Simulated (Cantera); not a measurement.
Standard-state values (1 bar) from the NASA 1993 polynomials, evaluated with Cantera. Values are per mole of reaction as written; species without (g) are pure solids or liquids, kept so even where they would boil at 1 bar.

S2(g) + 2 Pb(g) = 2 PbS

| T (K) | ΔH° (kJ) | ΔS° (J/K) | ΔG° (kJ) | log10 K | condensed phases |
|---|---|---|---|---|---|
| 1050 | … | … | … | … | PbS(s) |
| 1125 | … | … | … | … | PbS(s) |
| 1200 | … | … | … | … | PbS(s) |
| 1275 | -685.6 | -354.2 | -234.0 | 9.58 | PbS(s) |
| 1350 | -682.7 | -352.0 | -207.5 | 8.03 | PbS(s) |
| 1425 | -641.6 | -322.4 | -182.2 | 6.68 | PbS(l) |
| 1500 | -637.7 | -319.7 | -158.1 | 5.51 | PbS(l) |

Task: Fill in the missing entries.

Result: 
- 1050, ΔH° (kJ): -693.7
- 1050, ΔS° (J/K): -361.2
- 1050, ΔG° (kJ): -314.4
- 1050, log10 K: 15.64
- 1125, ΔH° (kJ): -691.1
- 1125, ΔS° (J/K): -358.8
- 1125, ΔG° (kJ): -287.4
- 1125, log10 K: 13.35
- 1200, ΔH° (kJ): -688.4
- 1200, ΔS° (J/K): -356.5
- 1200, ΔG° (kJ): -260.6
- 1200, log10 K: 11.34
